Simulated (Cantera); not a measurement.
## Adiabatic ignition

An adiabatic, constant-volume homogeneous reactor starts with CO : H₂ : CH₄ : O₂ : N₂ : CO₂ = 1 : 0.031 : 0.052 : 0.659 : 2.48 : 0.26 (molar parts), equivalence ratio 0.94, at 1525 K and 54000 Pa.

Computed with Cantera and GRI-Mech 3.0 (53 species, 325 reactions).

| t (s) | T (K) | P (bar) | x CO | x H₂ | x CH₄ | x NO | x CH₂O | x O |
|---|---|---|---|---|---|---|---|---|
| 2.00e-6 | 1525 | 0.540 | 0.223 | 0.00692 | 0.0116 | <1e-12 | 7.76e-11 | 8.53e-8 |
| 5.49e-6 | 1525 | 0.540 | 0.223 | 0.00692 | 0.0116 | <1e-12 | 1.14e-9 | 2.06e-7 |
| 1.51e-5 | 1525 | 0.540 | 0.223 | 0.00692 | 0.0116 | <1e-12 | 2.21e-8 | 6.16e-7 |
| 4.13e-5 | 1525 | 0.540 | 0.223 | 0.00691 | 0.0116 | <1e-12 | 7.45e-7 | 4.09e-6 |
| 0.000113 | 1570 | 0.557 | 0.222 | 0.00771 | 0.00783 | 3.38e-9 | 0.000618 | 0.000662 |
| 0.000311 | 2193 | 0.763 | 0.144 | 0.00293 | <1e-12 | 8.12e-5 | 7.22e-11 | 0.0284 |
| 0.000854 | 2628 | 0.889 | 0.118 | 0.00210 | <1e-12 | 0.00136 | 6.52e-11 | 0.0141 |
| 0.00234 | 2741 | 0.919 | 0.108 | 0.00185 | <1e-12 | 0.00768 | 7.36e-11 | 0.0105 |
| 0.00643 | 2736 | 0.916 | 0.108 | 0.00186 | <1e-12 | 0.0134 | 7.38e-11 | 0.00994 |
| 0.0176 | 2735 | 0.916 | 0.108 | 0.00186 | <1e-12 | 0.0141 | 7.38e-11 | 0.00987 |
| 0.0484 | 2735 | 0.916 | 0.108 | 0.00186 | <1e-12 | 0.0141 | 7.38e-11 | 0.00987 |
| 0.133 | 2735 | 0.916 | 0.108 | 0.00186 | <1e-12 | 0.0141 | 7.38e-11 | 0.00987 |
| 0.364 | 2735 | 0.916 | 0.108 | 0.00186 | <1e-12 | 0.0141 | 7.38e-11 | 0.00987 |
| 1.00 | 2735 | 0.916 | 0.108 | 0.00186 | <1e-12 | 0.0141 | 7.38e-11 | 0.00987 |
x: mole fraction; the columns are a selection and need not sum to one.

```yaml
time_of_steepest_temperature_rise: 0.126 ms
temperature at 1.00 s: 2735 K
equilibrium_temperature: 2735 K
x(CO) at 1.00 s: 0.108 (gas-phase equilibrium 0.108)
x(H₂) at 1.00 s: 0.00186 (gas-phase equilibrium 0.00186)
x(CH₄) at 1.00 s: <1e-12 (gas-phase equilibrium <1e-12)
```
